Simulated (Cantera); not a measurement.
Input: 1 mol PbO, 7.4 mol H2, held at 13.3 mbar.

These are equilibrium values from Cantera (NASA tables, ideal gas, pure condensed phases), not measurements of a reactor. Candidate condensed phases: H2O, Pb, PbO, PbO2, Pb3O4; 12 gas species. The numbers say what is thermodynamically allowed, not how fast it happens. All values below are at 1248 K.

Base state: H2 0.781, H2O 0.122, Pb 0.0975 (mole fractions); condensed: Pb(l).

What changes in the equilibrium state with this change: pressure from 13.3 mbar to 1 atm?


```csv
species,before,after
H2,0.781,0.864
H2O,0.122,0.135
Pb,0.0975,0.00128
"Pb(l), mol",0.200,0.990
```
